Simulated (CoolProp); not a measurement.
The fluid at 273.85 K and 0.0133 MPa expands adiabatically to 0.00125 MPa with isentropic efficiency 0.9. The same conditions are run with several fluids, on thermodynamics alone (safety and materials aside).

Values from CoolProp's reference Helmholtz-energy equation of state of each fluid (R245ca: Zhou 2016; propane: Lemmon 2009; ethane: Bücker 2006).

Task: Rank R245ca, propane, ethane by work (kJ/kg), highest first.

Result: ethane (131), propane (94.4), R245ca (32.9)

```csv
fluid,final temperature (K),final density (kg/m³)
R245ca,231.7,0.0871
propane,207.2,0.0320
ethane,186.4,0.0243
```
